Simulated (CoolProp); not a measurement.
Computed with CoolProp (reference Helmholtz-energy equation of state, Kamei 1995).

Give the vapour pressure (MPa), vapour density (kg/m³), liquid cp (kJ/(kg K)), liquid viscosity (µPa s) of saturated R22 at 215.9 K.


```csv
T (K),p (MPa),vapour density (kg/m³),liquid cp (kJ/(kg K)),liquid viscosity (µPa s)
215.9,0.0438,2.15,1.07,365
```

Viscosity comes from a separate model (Bell 2016), an estimate that may be off by 10 % or more.
